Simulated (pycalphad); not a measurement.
Source of the numbers: pycalphad with the COST 507 light-alloy database (1999); pressure 1 atm. The database dates from 1999; later assessments differ in places, in temperatures and in the compounds included. Phase fractions are per mole of atoms.

Question: Give the equilibrium state of Mg-1.126Si-24.65Al (wt.%) at 477 °C.

Answer: liquid, fraction 0.826, with 0.26 Si, 28.1 Al wt.%; hcp, fraction 0.150, with <0.01 Si, 9.5 Al wt.%; MG2SI, fraction 0.024, with 36.6 Si, no Al wt.%.

Question: Give the equilibrium state of Mg-1.126Si-24.65Al (wt.%) at 127 °C.

Answer: ALMG_GAMMA, fraction 0.537, with no Si, 44.0 Al wt.%; hcp, fraction 0.433, with <0.01 Si, 1.5 Al wt.%; MG2SI, fraction 0.030, with 36.6 Si, no Al wt.%.

Database names, with the compositions (at.%) that they take in these runs: MG2SI: Mg 67 Si 33; ALMG_GAMMA: Mg 59 Al 40. An entry "none" or "no" means that the model of the phase leaves that element out.
